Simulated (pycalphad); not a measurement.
An equivalent pycalphad script:

```python
from pycalphad import Database, equilibrium, calculate, variables as v
import numpy as np
db = Database('COST507.tdb')
comps = ['SI', 'FE', 'VA']
phases = ['BCC_B2', 'DIAMOND_A4', 'FCC_A1', 'FE2SI', 'FE5SI3', 'FESI', 'FESI2_H', 'FESI2_L', 'LIQUID']
eq = equilibrium(db, comps, phases, {v.X('FE'): 0.907, v.T: np.arange(2250, 499, -40), v.P: 101325, v.N: 1}, output=['HM', 'SM'])
```

Source of the numbers: pycalphad with the COST 507 light-alloy database (1999); pressure 1 atm. The data set is of 1999 and partly superseded. Phase fractions are per mole of atoms. Diffusion is slow at the low end, where real alloys seldom reach equilibrium.

Results at three of the temperatures:

```
T = 1890.00 K, P = 101325 Pa, N = 1 mol of atoms
G = -126592 J/mol, H = 63077 J/mol, S = 100.35 J/(mol K)  (SER reference)
chemical potentials (J/mol): Si -207333, Fe -118313
phase             fraction      x(Si)      x(Fe)
LIQUID              1.0000     0.0930     0.9070
```

```
T = 1170.00 K, P = 101325 Pa, N = 1 mol of atoms
G = -65106 J/mol, H = 20956 J/mol, S = 73.56 J/(mol K)  (SER reference)
chemical potentials (J/mol): Si -150804, Fe -56319
phase             fraction      x(Si)      x(Fe)
BCC_A2              1.0000     0.0930     0.9070
```

```
T = 570.00 K, P = 101325 Pa, N = 1 mol of atoms
G = -29193 J/mol, H = -3957 J/mol, S = 44.27 J/(mol K)  (SER reference)
chemical potentials (J/mol): Si -122098, Fe -19667
phase             fraction      x(Si)      x(Fe)
BCC_B2              1.0000     0.0930     0.9070
```

Changes of the phase set, refined by bisection:

| T (K) | phases above | phases below |
|---|---|---|
| 1727.5 | liquid | bcc + liquid |
| 1702.5 | bcc + liquid | bcc |
| 685 ± 5 | bcc | ordered bcc (B2) |

BCC_A2 is bcc; BCC_B2 is ordered bcc (B2).
